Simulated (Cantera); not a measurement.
## Catalytic stagnation flow on Pt

A jet of CH4 : O2 : N2 = 0.015 : 0.17 : 0.79 (molar parts), equivalence ratio 0.18 at 300 K and 0.240 bar hits a platinum plate 2.5 cm away at a mass flux of 0.15 kg/m²/s; the plate temperature is set and raised in steps from an oxygen-covered start.

Model: Deutschmann's 1995 Pt surface mechanism with GRI-Mech 3.0 gas chemistry, integrated in Cantera. Catalytic surfaces can have several steady states; this one follows from the mechanism file's or the stated starting coverage.

```tsv
plate T (K)	wall x CH4	wall x O2	wall x H2O	wall x OH	wall x CO	wall x CO2	θ free Pt	θ O*	θ OH*
900	0.0123	0.168	0.00581	1.21e-8	3.82e-6	0.00381	0.136	0.863	0.000854
950	0.0100	0.163	0.00994	4.20e-8	4.30e-6	0.00653	0.191	0.808	0.00104
1000	0.00784	0.158	0.0140	1.22e-7	4.49e-6	0.00920	0.250	0.749	0.00113
1050	0.00604	0.154	0.0173	3.06e-7	4.53e-6	0.0114	0.311	0.688	0.00114
1100	0.00468	0.152	0.0197	6.92e-7	4.54e-6	0.0130	0.373	0.626	0.00109
1150	0.00370	0.150	0.0215	1.42e-6	4.59e-6	0.0142	0.434	0.565	0.00101
1200	0.00298	0.148	0.0227	2.72e-6	4.73e-6	0.0149	0.493	0.506	0.000923
1250	0.00238	0.147	0.0236	4.93e-6	5.53e-6	0.0153	0.549	0.450	0.000831
```
x: mole fraction at the wall; θ: surface coverage.
